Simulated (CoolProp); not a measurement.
The numbers come from the reference Helmholtz-energy equation of state, Lemmon 2006 in CoolProp. It is a short technical equation, of lower accuracy than the large ones.

Problem. For acetone, give the phase and the cv (kJ/(kg K)), speed of sound (m/s) at -57.75 °C and 1.01 bar; 85.75 °C and 1.01 bar.

Solution. 
- -57.75 °C and 1.01 bar: liquid; cv 1.45, speed of sound 1560
- 85.75 °C and 1.01 bar: gas; cv 1.38, speed of sound 233
